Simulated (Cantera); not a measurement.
An isothermal, constant-pressure homogeneous reactor starts with CH4 : H2O : H2 = 1 : 3.2 : 0.3 (molar parts), at 1425 K and 0.133 bar.

Model: GRI-Mech 3.0 (53 species, 325 reactions), integrated in Cantera.

x: mole fraction; the columns are a selection and need not sum to one.

```csv
t (s),x CH4,x H2O,x H2,x C2H2,x C2H,x O2,x O
2.00e-6,0.222,0.711,0.0667,<1e-12,<1e-12,<1e-12,<1e-12
9.70e-6,0.222,0.711,0.0667,<1e-12,<1e-12,<1e-12,<1e-12
4.71e-5,0.222,0.711,0.0667,<1e-12,<1e-12,<1e-12,<1e-12
0.000228,0.222,0.711,0.0667,<1e-12,<1e-12,<1e-12,<1e-12
0.00111,0.222,0.711,0.0667,3.16e-11,<1e-12,<1e-12,<1e-12
0.00537,0.222,0.711,0.0667,2.06e-8,<1e-12,<1e-12,2.17e-12
0.0261,0.222,0.711,0.0670,4.51e-6,<1e-12,<1e-12,6.71e-12
0.126,0.219,0.710,0.0696,0.000377,1.23e-11,5.12e-12,1.07e-11
0.613,0.205,0.702,0.0857,0.00546,1.76e-10,1.83e-11,8.91e-12
2.97,0.157,0.671,0.144,0.0244,7.66e-10,1.04e-11,5.37e-12
14.4,[?],[?],[?],[?],[?],3.35e-12,3.53e-12
70.0,0.0342,0.455,0.402,0.0304,9.83e-10,1.83e-12,3.56e-12
```

Problem. Fill in the missing entries.

Solution. 
- 14.4, x CH4: 0.0743
- 14.4, x H2O: 0.592
- 14.4, x H2: 0.266
- 14.4, x C2H2: 0.0490
- 14.4, x C2H: 1.63e-9
